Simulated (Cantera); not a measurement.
A closed system holds: 1 mol borazine, 1.3 mol O₂, 0.3 mol H₂O, equilibrated at 1423.15 K and 710 Pa.

Equilibrium computed with Cantera from the NASA thermochemical tables; the gas is ideal and each condensed phase is pure. Candidate condensed phases: B, BN, B₂O₃, B₃O₃H₃, H₂O; 39 gas species. The feed counts by its element totals alone. Mutual solubility and eutectic melting of coexisting phases are not modelled. The numbers say what is thermodynamically allowed, not how fast it happens.

Base state: H₂ 0.768, N₂ 0.225, HBO₂ 0.00377, HBO 0.00132, H₂O 0.000724, B₂O₃ 0.000580, H 6.92e-5, B₂O₂ 2.11e-5 (mole fractions); condensed: BN(s) + B₂O₃(l).

Problem. What changes in the equilibrium state with this change: temperature from 1423.15 K to 1598.15 K?

Solution. 
```tsv
species	before	after
H₂	0.768	0.723
N₂	0.225	0.218
B₂O₃	0.000580	0.0200
HBO	0.00132	0.0181
HBO₂	0.00377	0.0162
B₂O₂	2.11e-5	0.00264
BO	3.49e-6	0.000307
H	6.92e-5	0.000538
BN(s), mol	1.07	1.06
B₂O₃(l), mol	0.950	0.793
```

Problem. What changes in the equilibrium state with this change: borazine replaced by B?

Solution. 
```json
[
 {"species": "O₂", "before": "<1e-9", "after": "0.622"},
 {"species": "H₂O", "before": "0.000724", "after": "0.300"},
 {"species": "HBO₂", "before": "0.00377", "after": "0.0768"},
 {"species": "H₂", "before": "0.768", "after": "2.90e-6"},
 {"species": "N₂", "before": "0.225", "after": "0"},
 {"species": "HBO", "before": "0.00132", "after": "<1e-9"},
 {"species": "OH", "before": "1.42e-9", "after": "0.000303"},
 {"species": "BN(s), mol", "before": "1.07", "after": "0"},
 {"species": "B₂O₃(l), mol", "before": "0.950", "after": "0.465"}
]
```
Gases not in the tables: H₃BO₃.

Problem. What changes in the equilibrium state with this change: pressure from 710 Pa to 260 Pa?

Solution. 
| species | before | after |
|---|---|---|
| H₂ | 0.768 | 0.765 |
| N₂ | 0.225 | 0.225 |
| HBO₂ | 0.00377 | 0.00525 |
| HBO | 0.00132 | 0.00258 |
| B₂O₂ | 2.11e-5 | 8.05e-5 |
| BO | 3.49e-6 | 1.13e-5 |
| B₂O₃ | 0.000580 | 0.00158 |
| H | 6.92e-5 | 0.000114 |
| H₂O | 0.000724 | 0.000515 |
| BN(s), mol | 1.07 | 1.07 |
| B₂O₃(l), mol | 0.950 | 0.940 |
